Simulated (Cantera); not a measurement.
Input (Python, Cantera):

```python
import numpy as np
import cantera as ct

gas = ct.Solution("gri30.yaml")
gas.TPX = 1800, 150000, {'CH4': 1, 'N2': 5.9}
reactor = ct.IdealGasConstPressureReactor(gas, energy="off", clone=False)
net = ct.ReactorNet([reactor])
net.rtol, net.atol = 1e-08, 1e-18
show = ['CH4', 'HCN', 'H', 'C2H4', 'H2']
times = np.geomspace(0.0004, 2, 14)

steps = ct.SolutionArray(gas, extra=["t"])
rows = []
print(f"{'t/s':>10s}{'T/K':>9s}{'P/Pa':>11s}" + "".join(f"{s:>11s}" for s in show))
for t in times:
    while net.time < t:
        t_next = net.step()
        steps.append(gas.state, t=t_next)
    rows.append([np.interp(t, steps.t, y) for y in (steps.T, steps.P, *steps(*show).X.T)])
    print(f"{t:10.3e}{rows[-1][0]:9.1f}{rows[-1][1]:11.4g}" + "".join(f"{x:11.3e}" for x in rows[-1][2:]))
rate = np.gradient(steps.T, steps.t)
print("integrator steps:", len(steps.t))
if steps.T.max() > steps.T[0] + 200:
    print(f"time of steepest temperature rise: {steps.t[rate.argmax()]:.4e} s")
gas.TPX = 1800, 150000, {'CH4': 1, 'N2': 5.9}
gas.equilibrate("TP")
print(f"equilibrium (TP): T = {gas.T:.1f} K  " + "  ".join(f"{s} {gas[s].X[0]:.3e}" for s in show))
```

It prints:

```
       t/s      T/K       P/Pa        CH4        HCN          H       C2H4         H2
 4.000e-04   1800.0    1.5e+05  1.212e-01  1.788e-08  2.708e-05  6.121e-03  2.312e-02
 7.702e-04   1800.0    1.5e+05  1.003e-01  6.228e-08  4.365e-05  6.406e-03  5.121e-02
 1.483e-03   1800.0    1.5e+05  7.812e-02  1.418e-07  6.006e-05  3.136e-03  8.364e-02
 2.855e-03   1800.0    1.5e+05  5.641e-02  2.708e-07  7.655e-05  1.369e-03  1.140e-01
 5.498e-03   1800.0    1.5e+05  3.713e-02  4.628e-07  9.215e-05  6.953e-04  1.401e-01
 1.059e-02   1800.0    1.5e+05  2.231e-02  7.168e-07  1.054e-04  4.561e-04  1.599e-01
 2.038e-02   1800.0    1.5e+05  1.250e-02  1.014e-06  1.151e-04  3.950e-04  1.730e-01
 3.925e-02   1800.0    1.5e+05  6.763e-03  1.332e-06  1.213e-04  3.907e-04  1.805e-01
 7.557e-02   1800.0    1.5e+05  3.729e-03  1.664e-06  1.249e-04  3.974e-04  1.845e-01
 1.455e-01   1800.0    1.5e+05  2.312e-03  2.035e-06  1.266e-04  4.026e-04  1.864e-01
 2.802e-01   1800.0    1.5e+05  1.824e-03  2.542e-06  1.273e-04  4.047e-04  1.871e-01
 5.395e-01   1800.0    1.5e+05  1.749e-03  3.430e-06  1.274e-04  4.051e-04  1.872e-01
 1.039e+00   1800.0    1.5e+05  1.746e-03  5.180e-06  1.274e-04  4.051e-04  1.872e-01
 2.000e+00   1800.0    1.5e+05  1.746e-03  8.760e-06  1.274e-04  4.050e-04  1.872e-01
integrator steps: 1532
equilibrium (TP): T = 1800.0 K  CH4 1.077e-03  HCN 7.892e-02  H 1.278e-04  C2H4 1.522e-04  H2 1.882e-01
```

Detailed kinetics in Cantera: GRI-Mech 3.0 (53 species, 325 reactions). GRI-Mech 3.0 stops at C3 and has no aromatics, soot or wall deposition, so with more carbon than oxygen in the feed, carbon stays in small species such as C2H2 where larger ones or solid carbon would form.
